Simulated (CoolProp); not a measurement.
Vapour-liquid equilibrium of CH2F2 (R32) (1) + 1-butene (2) at 34.25 °C; x and y are mole fractions of (1).

Computed with CoolProp (multi-fluid Helmholtz-energy mixture model, Tillner-Roth 1997 and Lemmon 2005; pair parameters Bell 2016).

```tsv
x	bubble pressure, mixture model (kPa)	bubble pressure, Raoult's law (kPa)	y, mixture model	y, Raoult's law
0.05	(withheld)	477.8	0.477	0.225
0.2	1535	741.7	0.724	0.579
0.35	(withheld)	1006	0.774	0.748
0.5	1999	1269	0.796	0.846
0.65	2089	1533	(withheld)	0.911
0.8	2172	1797	(withheld)	0.957
0.95	2192	2061	0.942	0.991
```

What belongs in the gaps?


- 0.05, bubble pressure, mixture model (kPa): 777.5
- 0.35, bubble pressure, mixture model (kPa): 1863
- 0.65, y, mixture model: 0.815
- 0.8, y, mixture model: 0.852

The largest gap from Raoult's law is +107.0 % in bubble pressure, at x = 0.2. y crosses x between x = 0.8 and 0.95: the model has an azeotrope there.

Pair parameters are fitted to limited data, so mixtures are less certain than the pure fluids. With so large a gap from Raoult's law the liquid may split in two, which this calculation doesn't test in full.
